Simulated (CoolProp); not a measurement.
R1123 along the isobar 9.48 bar: Z from the reference equation and from simpler models built on Tc = 331.7 K, pc = 45.49 bar, ω = 0.243; each cubic takes its own stable root.

The numbers come from the reference Helmholtz-energy equation of state, Akasaka 2020 in CoolProp.

```json
[
 {"T (K)": "226.2", "phase": "liquid", "reference": "0.03178", "van der Waals": "0.05265", "Redlich-Kwong": "0.03614"},
 {"T (K)": "230.8", "phase": "liquid", "reference": "0.03151", "van der Waals": "0.05225", "Redlich-Kwong": "0.03593"},
 {"T (K)": "235.4", "phase": "liquid", "reference": "0.03128", "van der Waals": "0.8373", "Redlich-Kwong": "0.03576"},
 {"T (K)": "240", "phase": "liquid", "reference": "0.03107", "van der Waals": "0.8459", "Redlich-Kwong": "0.03563"},
 {"T (K)": "244.7", "phase": "liquid", "reference": "0.03088", "van der Waals": "0.8539", "Redlich-Kwong": "0.03555"},
 {"T (K)": "249.3", "phase": "liquid", "reference": "0.03073", "van der Waals": "0.8612", "Redlich-Kwong": "0.03551"},
 {"T (K)": "253.9", "phase": "liquid", "reference": "0.03061", "van der Waals": "0.8679", "Redlich-Kwong": "0.03553"},
 {"T (K)": "258.5", "phase": "liquid", "reference": "0.03053", "van der Waals": "0.8741", "Redlich-Kwong": "0.03561"},
 {"T (K)": "263.1", "phase": "liquid", "reference": "0.03048", "van der Waals": "0.8799", "Redlich-Kwong": "0.8443"},
 {"T (K)": "267.8", "phase": "liquid", "reference": "0.03047", "van der Waals": "0.8855", "Redlich-Kwong": "0.8531"},
 {"T (K)": "272.4", "phase": "gas", "reference": "0.8374", "van der Waals": "0.8905", "Redlich-Kwong": "0.8611"},
 {"T (K)": "277", "phase": "gas", "reference": "0.8482", "van der Waals": "0.8953", "Redlich-Kwong": "0.8684"},
 {"T (K)": "281.6", "phase": "gas", "reference": "0.8579", "van der Waals": "0.8997", "Redlich-Kwong": "0.8752"},
 {"T (K)": "286.2", "phase": "gas", "reference": "0.8668", "van der Waals": "0.9039", "Redlich-Kwong": "0.8815"},
 {"T (K)": "290.8", "phase": "gas", "reference": "0.8748", "van der Waals": "0.9078", "Redlich-Kwong": "0.8874"},
 {"T (K)": "295.5", "phase": "gas", "reference": "0.8823", "van der Waals": "0.9116", "Redlich-Kwong": "0.8930"}
]
```

At some of these states van der Waals, Redlich-Kwong gives the other phase, because its saturation line lies elsewhere.
